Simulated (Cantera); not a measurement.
A closed system holds: 1 mol C₂H₆, 0.094 mol NH₃, 4.2 mol N₂, 0.00029 mol H₂S, at 0.000160 bar.

Method: chemical equilibrium by Gibbs-energy minimisation in Cantera with the NASA 1993 tables (ideal gas, pure condensed phases). Candidate condensed phases: C, C₆H₆, C₇H₈, C₈H₁₈, S; 100 gas species. Rates play no part.

x: gas mole fraction; n: condensed amount in mol.

| T (°C) | x N₂ | x H₂ | x H | x HCN | x HNC | x C₂H₂ (acetylene) | x CN | n C(graphite) |
|---|---|---|---|---|---|---|---|---|
| 1400 | 0.572 | 0.420 | 0.00584 | 0.00155 | 4.31e-5 | (withheld) | 2.03e-7 | 1.99 |
| 1450 | 0.571 | 0.417 | 0.00931 | 0.00202 | 6.41e-5 | (withheld) | 5.04e-7 | 1.98 |
| 1500 | 0.569 | 0.413 | 0.0145 | 0.00261 | 9.30e-5 | (withheld) | 1.18e-6 | 1.98 |
| 1550 | 0.567 | 0.408 | 0.0219 | 0.00330 | 0.000132 | (withheld) | 2.66e-6 | 1.97 |
| 1600 | 0.563 | 0.400 | 0.0323 | 0.00410 | 0.000182 | (withheld) | 5.70e-6 | 1.97 |
| 1650 | 0.559 | 0.389 | 0.0465 | 0.00502 | 0.000247 | (withheld) | 1.17e-5 | 1.96 |
| 1700 | 0.553 | 0.375 | 0.0653 | 0.00603 | 0.000326 | (withheld) | 2.32e-5 | 1.95 |
| 1750 | 0.545 | 0.357 | 0.0897 | 0.00712 | 0.000421 | (withheld) | 4.43e-5 | 1.94 |
| 1800 | 0.536 | 0.335 | 0.120 | 0.00824 | 0.000532 | (withheld) | 8.19e-5 | 1.92 |
| 1850 | 0.524 | 0.308 | 0.157 | 0.00934 | 0.000655 | (withheld) | 0.000147 | 1.91 |
| 1900 | 0.511 | 0.276 | 0.200 | 0.0104 | 0.000786 | (withheld) | 0.000255 | 1.90 |
| 1950 | 0.497 | 0.241 | 0.249 | 0.0112 | 0.000918 | (withheld) | 0.000430 | 1.88 |

Problem. Some entries are withheld; supply them.

Solution. 
- 1400, x C₂H₂ (acetylene): 2.39e-5
- 1450, x C₂H₂ (acetylene): 3.78e-5
- 1500, x C₂H₂ (acetylene): 5.79e-5
- 1550, x C₂H₂ (acetylene): 8.62e-5
- 1600, x C₂H₂ (acetylene): 0.000125
- 1650, x C₂H₂ (acetylene): 0.000176
- 1700, x C₂H₂ (acetylene): 0.000240
- 1750, x C₂H₂ (acetylene): 0.000319
- 1800, x C₂H₂ (acetylene): 0.000410
- 1850, x C₂H₂ (acetylene): 0.000509
- 1900, x C₂H₂ (acetylene): 0.000609
- 1950, x C₂H₂ (acetylene): 0.000700
